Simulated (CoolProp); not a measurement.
Model: reference Helmholtz-energy equation of state, Lemmon 2006, in CoolProp. It is a short technical equation, of lower accuracy than the large ones.

Task: Give the vapour pressure (bar), liquid density (kg/m³), enthalpy of vaporisation (kJ/kg), surface tension (mN/m) of saturated C2F6 (R116) at 204.9, 217.6, 223.9 K.

Result: 
| T (K) | p (bar) | liquid density (kg/m³) | enthalpy of vaporisation (kJ/kg) | surface tension (mN/m) |
|---|---|---|---|---|
| 204.9 | 1.67 | 1560 | 113 | 9.72 |
| 217.6 | 2.95 | 1500 | 106 | 8.04 |
| 223.9 | 3.81 | 1470 | 103 | 7.22 |

Surface tension comes from a separate correlation (Mulero 2012).
